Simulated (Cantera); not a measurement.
A Cantera script and what it prints.

```python
import numpy as np
import cantera as ct

gas_names = """
    C CN CO CO2 C2 CCN CNC C2N2 C2O C3 C3O2 C4 C4N2 C5 N NCO NO NO2 NO3 N2 N2O O O2 O3 Si SiC SiC2 SiN
    SiO SiO2 Si2 Si2C Si2N Si3
""".split()
cond_names = """
    C(gr) Si(cr) Si(L) SiC(b) SiO2(Lqz) SiO2(hqz) SiO2(L) Si2N2O(s) Si3N4(a)
""".split()


# ... load() reads the species with a 1 bar reference pressure and builds the phases ...
atoms = {
    'SiC': {'Si': 1, 'C': 1},
    'O2': {'O': 2},
    'N2': {'N': 2},
}
top_T = {'C(gr)': 4500, 'SiC(b)': 3050, 'Si2N2O(s)': 2100, 'Si3N4(a)': 2400}  # K; cautious upper limits of use, not melting points


# ... equilibrate(T, P, feed) seeds the gas with the atoms and calls Mixture.equilibrate('TP', solver="vcs", rtol=1e-11, max_steps=5000) ...
results = []
T = 1523  # K
P = 1000  # Pa
for m in [0.034, 0.063, 0.092, 0.12, 0.15, 0.18, 0.21, 0.24, 0.27, 0.3, 0.33, 0.35]:
    feed = {'SiC': 1, 'O2': m, 'N2': 87}  # mol
    mix = equilibrate(T, P, feed)
    results.append((T, P, feed, dict(zip(mix.species_names, mix.species_moles))))
    x = sorted(zip(gas.X, gas.species_names), reverse=True)
    print(f"T = {T:g} K  P = {P:g} Pa  n(O2) = {m:g} mol  gas = {mix.phase_moles(0):.4g} mol")
    print("   x: " + "  ".join(f"{s} {v:.3e}" for v, s in x if v > 0.001))
    print("   condensed (mol): " + ("  ".join(f"{mix.phase(i).name} {mix.phase_moles(i):.4g}"
          for i in range(1, mix.n_phases) if mix.phase_moles(i) > 1e-12) or "none"))
```

It prints:

```
T = 1523 K  P = 1000 Pa  n(O2) = 0.034 mol  gas = 87.03 mol
   x: N2 9.994e-01
   condensed (mol): SiC(b) 0.9481  Si2N2O(s) 0.01358  Si3N4(a) 0.00739
T = 1523 K  P = 1000 Pa  n(O2) = 0.063 mol  gas = 87.05 mol
   x: N2 9.990e-01
   condensed (mol): SiC(b) 0.917  Si2N2O(s) 0.04001
T = 1523 K  P = 1000 Pa  n(O2) = 0.092 mol  gas = 87.07 mol
   x: N2 9.986e-01  CO 1.396e-03
   condensed (mol): SiC(b) 0.8785  Si2N2O(s) 0.05908
T = 1523 K  P = 1000 Pa  n(O2) = 0.12 mol  gas = 87.08 mol
   x: N2 9.981e-01  CO 1.823e-03
   condensed (mol): SiC(b) 0.8412  Si2N2O(s) 0.07753
T = 1523 K  P = 1000 Pa  n(O2) = 0.15 mol  gas = 87.11 mol
   x: N2 9.977e-01  CO 2.281e-03
   condensed (mol): SiC(b) 0.8013  Si2N2O(s) 0.09734
T = 1523 K  P = 1000 Pa  n(O2) = 0.18 mol  gas = 87.13 mol
   x: N2 9.972e-01  CO 2.738e-03
   condensed (mol): SiC(b) 0.7614  Si2N2O(s) 0.1172
T = 1523 K  P = 1000 Pa  n(O2) = 0.21 mol  gas = 87.15 mol
   x: N2 9.968e-01  CO 3.196e-03
   condensed (mol): SiC(b) 0.7215  Si2N2O(s) 0.137
T = 1523 K  P = 1000 Pa  n(O2) = 0.24 mol  gas = 87.17 mol
   x: N2 9.963e-01  CO 3.653e-03
   condensed (mol): SiC(b) 0.6816  Si2N2O(s) 0.1569
T = 1523 K  P = 1000 Pa  n(O2) = 0.27 mol  gas = 87.19 mol
   x: N2 9.958e-01  CO 4.110e-03
   condensed (mol): SiC(b) 0.6416  Si2N2O(s) 0.1768
T = 1523 K  P = 1000 Pa  n(O2) = 0.3 mol  gas = 87.21 mol
   x: N2 9.954e-01  CO 4.568e-03
   condensed (mol): SiC(b) 0.6017  Si2N2O(s) 0.1966
T = 1523 K  P = 1000 Pa  n(O2) = 0.33 mol  gas = 87.23 mol
   x: N2 9.949e-01  CO 5.024e-03
   condensed (mol): SiC(b) 0.5617  Si2N2O(s) 0.2165
T = 1523 K  P = 1000 Pa  n(O2) = 0.35 mol  gas = 87.24 mol
   x: N2 9.946e-01  CO 5.329e-03
   condensed (mol): SiC(b) 0.5351  Si2N2O(s) 0.2298
```

Method: chemical equilibrium by Gibbs-energy minimisation in Cantera with the NASA 1993 tables (ideal gas, pure condensed phases). Mutual solubility and eutectic melting of coexisting phases are not modelled.
